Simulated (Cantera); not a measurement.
**Equilibrium for carbothermic reduction: Fe2O3 + CH4 + N2**

A closed system holds: 1 mol Fe2O3, 3.1 mol CH4, 0.44 mol N2, at 1500 °C.

Cantera equilibrium calculation (NASA polynomials, part measured and part estimated; ideal gas, pure solids and liquids). Candidate condensed phases: C, C6H6, C7H8, C8H18, Fe, Fe(CO)5, FeO, Fe(OH)2, Fe(OH)3, Fe2O3, Fe3O4, H2O; 140 gas species. Iron dissolves carbon and melts from about 1420 K in contact with it, which pure phases cannot show. Condensed phases not in the tables: cementite and carbon dissolved in iron. Equilibrium is a limit: real reactors are often held back by kinetics, nucleation or transport.

At 0.000100 bar the condensed part is C(graphite). From 0.000680 bar to 10.0 bar the condensed part is C(graphite) + Fe(δ). The main Fe-bearing gas is Fe throughout.

```tsv
P (Pa)	x H2	x CO	x Fe	x N2	x H	n C(graphite)	n Fe(δ)
10	0.517	0.255	0.170	0.0370	0.0204	0.0892	0
68	0.617	0.301	0.0291	0.0437	0.00857	0.0892	1.71
460	0.637	0.309	0.00430	0.0449	0.00335	0.0891	1.96
3200	0.641	0.311	0.000618	0.0451	0.00127	0.0890	1.99
22000	0.642	0.311	8.99e-5	0.0452	0.000486	0.0885	2.00
150000	0.642	0.311	1.32e-5	0.0452	0.000186	0.0851	2.00
1000000	0.638	0.312	1.98e-6	0.0453	7.18e-5	0.0629	2.00
```
x: gas mole fraction; n: condensed amount in mol.
